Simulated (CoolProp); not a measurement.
Tetrahydrofuran at 298.15 K and 6.33 MPa is throttled through a valve to 3.22 MPa with no heat exchange. Each further row changes one setting.

Values from CoolProp's reference Helmholtz-energy equation of state, Fiedler 2023.

```
case                       temperature change (K)  final density (kg/m³)
-------------------------  ----------------------  ---------------------
as stated                                     [?]                    [?]
outlet pressure 0.966 MPa                     [?]                    [?]
outlet pressure 4.19 MPa                      [?]                    [?]
```

**Question.** Some entries are withheld; supply them.

**Answer.** 
- as stated, temperature change (K): +1.3
- as stated, final density (kg/m³): 883
- outlet pressure 0.966 MPa, temperature change (K): +2.2
- outlet pressure 0.966 MPa, final density (kg/m³): 880
- outlet pressure 4.19 MPa, temperature change (K): +0.9
- outlet pressure 4.19 MPa, final density (kg/m³): 885
